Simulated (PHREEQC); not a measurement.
**Metal-bearing waste water**

Solution (25 °C): 9.6 mmol/kgw MnSO4, 72 mmol/kgw MgSO4, 0.53 mmol/kgw H2SO4 and 0.27 mmol/kgw NaCl. Closed to the air; pH follows from the charge balance.

All values are PHREEQC results (ion-association model, phreeqc.dat), not measurements.

Each row changes one thing in this solution. No solid was allowed to form.

| case | pH | ionic strength (mol/kgw) | SO4-2 (mol/kgw) | MgSO4 (mol/kgw) | Mg+2 (mol/kgw) | HSO4- (mol/kgw) |
|---|---|---|---|---|---|---|
| as made | 3.44 | 0.164 | 0.0407 | 0.0367 | 0.0353 | 0.000604 |
| diluted 2-fold with water | [?] | 0.0908 | 0.0226 | 0.0164 | 0.0196 | 0.000250 |
| MnSO4 left out | 3.41 | 0.145 | 0.0360 | 0.0359 | 0.0361 | [?] |
| NaCl left out | 3.44 | 0.163 | 0.0407 | 0.0367 | 0.0353 | 0.000605 |
| diluted 5-fold with water | 3.92 | 0.0417 | 0.0104 | 0.00536 | 0.00904 | 7.15e-5 |

Question: Fill in the missing entries.

Answer: 
- diluted 2-fold with water, pH: 3.63
- MnSO4 left out, HSO4- (mol/kgw): 0.000584
